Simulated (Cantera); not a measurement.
Reactions in the system H-N-O-Ta

Source: NASA polynomial tables (part measured, part estimated), evaluated in Cantera. Values are per mole of reaction as written; species without (g) are pure solids or liquids, kept so even where they would boil at 1 bar.

2 N2O(g) + Ta = TaO2(g) + 4 N(g)

| T (K) | ΔH° (kJ) | ΔS° (J/K) | ΔG° (kJ) | log10 K |
|---|---|---|---|---|
| 450 | 1529.8 | 420.6 | 1340.5 | -155.60 |
| 650 | 1532.5 | 425.7 | 1255.8 | -100.92 |
| 850 | 1533.9 | 427.6 | 1170.5 | -71.93 |
| 1050 | 1534.2 | 428.0 | 1084.9 | -53.97 |
| 1250 | 1533.8 | 427.6 | 999.3 | -41.76 |
| 1450 | 1532.8 | 426.9 | 913.9 | -32.92 |
| 1650 | 1531.3 | 425.9 | 828.6 | -26.23 |
| 1850 | 1529.2 | 424.7 | 743.5 | -20.99 |
| 2050 | 1526.8 | 423.4 | 658.7 | -16.78 |
| 2250 | 1523.9 | 422.1 | 574.2 | -13.33 |

12 TaO2(g) + 3 H2O2(g) + 2 N(g) = 2 NH3(g) + 6 Ta2O5

```tsv
T (K)	ΔH° (kJ)	ΔS° (J/K)	ΔG° (kJ)	log10 K	condensed phases
450	-10463.5	-3045.9	-9092.9	1055.45	Ta2O5(s)
650	-10415.8	-2958.7	-8492.7	682.47	Ta2O5(s)
850	-10361.1	-2885.5	-7908.5	485.99	Ta2O5(s)
1050	-10300.5	-2821.5	-7337.9	365.03	Ta2O5(s)
1250	-10235.5	-2764.9	-6779.4	283.29	Ta2O5(s)
1450	-10167.3	-2714.3	-6231.5	224.48	Ta2O5(s)
1650	-10096.4	-2668.6	-5693.3	180.23	Ta2O5(s)
1850	-10023.3	-2626.7	-5163.9	145.80	Ta2O5(s)
2050	-9948.3	-2588.2	-4642.4	118.29	Ta2O5(s)
2250	-9101.6	-2179.5	-4197.9	97.45	Ta2O5(l)
```
